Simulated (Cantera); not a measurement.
Input: 1 mol Si, a varied amount of HCl, 4.8 mol N2, equilibrated at 2.30 Pa.

Method: chemical equilibrium by Gibbs-energy minimisation in Cantera with the NASA 1993 tables (ideal gas, pure condensed phases). Candidate condensed phases: NH4Cl, Si, Si3N4; 28 gas species. N2 is the only nitrogen source here; it is nearly inert below about 1500 K, so the nitride shown seldom forms there in practice. The tables' values for SiCl3 are old estimates. Kinetics and transport are ignored.

Stable condensed phases, one row left out:

```
T in °C \ n(HCl) in mol
         1.1 1.4 1.7   2 2.5   3 3.7 4.5 5.4 6.6
   1402    A   A   A   A   B   B   B   B   B   B
   1302    A   A   A   A   B   B   B   B   B   B
   1102    C   C   C   C   C   B   B   B   B   B
   1002    C   C   C   C   C   C   C   B   B   B
    902    C   C   C   C   C   C   C   C   C   C
    802    C   C   C   C   C   C   C   C   C   C
    702    C   C   C   C   C   C   C   C   C   C
    602    C   C   C   C   C   C   C   C   C   C
    502    C   C   C   C   C   C   C   C   C   C
    402    C   C   C   C   C   C   C   C   C   C
    302    C   C   C   C   C   C   C   C   C   C
    202    C   C   C   C   C   C   C   C   C   B
```

A: Si; B: gas only; C: Si3N4.

Task: Give the row for 1202 °C.

Result: 1.1: Si; 1.4: Si; 1.7: Si; 2: Si; 2.5: Si; 3: gas only; 3.7: gas only; 4.5: gas only; 5.4: gas only; 6.6: gas only.
